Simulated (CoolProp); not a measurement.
Vapour-liquid equilibrium of CH2F2 (R32) (1) + R142b (2) at 0.702 MPa; x and y are mole fractions of (1).

Computed with CoolProp (multi-fluid Helmholtz-energy mixture model, Tillner-Roth 1997 and Lemmon 2006; pair parameters Bell 2016).

| x | bubble temperature (°C) | y at the bubble point | dew temperature at overall composition x (°C) | liquid density (mol/L) |
|---|---|---|---|---|
| 0.05 | 44.8 | 0.172 | 49.3 | 10.75 |
| 0.15 | 33.6 | 0.430 | 45.6 | 11.53 |
| 0.25 | 24.6 | 0.601 | 41.6 | 12.33 |
| 0.35 | 17.6 | 0.713 | 37.3 | 13.14 |
| 0.45 | 12.2 | 0.788 | 32.7 | 14.00 |
| 0.55 | 7.9 | 0.843 | 27.5 | 14.91 |
| 0.65 | 4.4 | 0.884 | 21.7 | 15.91 |
| 0.75 | 1.5 | 0.919 | 15.0 | 17.03 |
| 0.85 | -1.0 | 0.950 | 7.3 | 18.29 |
| 0.95 | -3.4 | 0.983 | -1.0 | 19.75 |

No azeotrope shows between x = 0.05 and 0.95.

The pair parameters rest on a limited set of measurements; away from them the model extrapolates.
